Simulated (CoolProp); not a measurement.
Saturation properties of nitrogen.

The numbers come from the reference Helmholtz-energy equation of state, Span 2000 in CoolProp.

```tsv
T (K)	p (MPa)	liquid density (kg/m³)	enthalpy of vaporisation (kJ/kg)	liquid cp (kJ/(kg K))
74.8	0.07414	817.6	202.4	2.030
77.7	0.1055	804.5	198.7	2.043
80.6	0.1461	791.1	194.9	2.059
83.5	0.1975	777.4	190.7	2.079
86.4	0.2613	763.2	186.4	2.103
89.2	0.3364	749.1	181.8	2.131
92.1	0.4297	734.0	176.8	2.168
95	0.5405	718.3	171.4	2.213
97.9	0.6708	701.8	165.5	2.269
100.8	0.8223	684.5	159.2	2.339
103.7	0.9970	666.1	152.2	2.430
106.6	1.197	646.5	144.5	2.549
109.5	1.424	625.3	135.9	2.710
112.4	1.680	602.0	126.2	2.938
```

It boils at 77.4 K under 1 atm.
